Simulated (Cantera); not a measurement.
A perfectly stirred reactor is fed with C3H8 : O2 : N2 = 1 : 9.43 : 35.5 (molar parts), at 7.00 bar; it is adiabatic with a 750 K inlet, and is followed from long to short residence time, starting on the burning branch (τ in s: 0.2, 0.079, 0.031, 0.012, 0.0049, 0.002, 0.00078, 0.00031, 0.00012, 4.8e-05, 1.9e-05, 7.6e-06).

Detailed kinetics in Cantera: GRI-Mech 3.0 (53 species, 325 reactions). GRI-Mech 3.0 was tuned for natural gas; its chemistry of propane as a main component is partial and can be far from experiment.

Task: What does this change do: inlet temperature 750 to 625 K?

Result: 
```
quantity                                                                      before                                after
------------------------------------------------  ----------------------------------  -----------------------------------
blow-out, bracketed by the residence times tried  burning at 48.0 µs, out at 19.0 µs  burning at 0.120 ms, out at 48.0 µs
x(C3H8) at τ = 0.200 s                                                       7.66e-8                              1.52e-7
x(O2) at τ = 0.200 s                                                          0.0941                               0.0943
x(H2O) at τ = 0.200 s                                                         0.0848                               0.0850
x(HO2) at τ = 0.200 s                                                        1.85e-6                              1.29e-6
x(CH2) at τ = 0.200 s                                                        1.64e-9                              1.55e-9
x(C3H8) at τ = 0.780 ms                                                      8.39e-6                              1.31e-5
x(O2) at τ = 0.780 ms                                                         0.0950                               0.0955
x(H2O) at τ = 0.780 ms                                                        0.0837                               0.0839
x(HO2) at τ = 0.780 ms                                                       1.27e-5                              1.81e-5
x(CH2) at τ = 0.780 ms                                                       2.85e-7                              2.70e-7
```

Task: What does this change do: inlet temperature 750 to 525 K?

Result: 
| quantity | before | after |
|---|---|---|
| blow-out, bracketed by the residence times tried | burning at 48.0 µs, out at 19.0 µs | burning at 0.310 ms, out at 0.120 ms |
| x(C3H8) at τ = 0.200 s | 7.66e-8 | 2.68e-7 |
| x(O2) at τ = 0.200 s | 0.0941 | 0.0943 |
| x(H2O) at τ = 0.200 s | 0.0848 | 0.0851 |
| x(HO2) at τ = 0.200 s | 1.85e-6 | 1.07e-6 |
| x(CH2) at τ = 0.200 s | 1.64e-9 | 1.44e-9 |
| x(C3H8) at τ = 0.780 ms | 8.39e-6 | 1.95e-5 |
| x(O2) at τ = 0.780 ms | 0.0950 | 0.0960 |
| x(H2O) at τ = 0.780 ms | 0.0837 | 0.0840 |
| x(HO2) at τ = 0.780 ms | 1.27e-5 | 2.54e-5 |
| x(CH2) at τ = 0.780 ms | 2.85e-7 | 2.57e-7 |
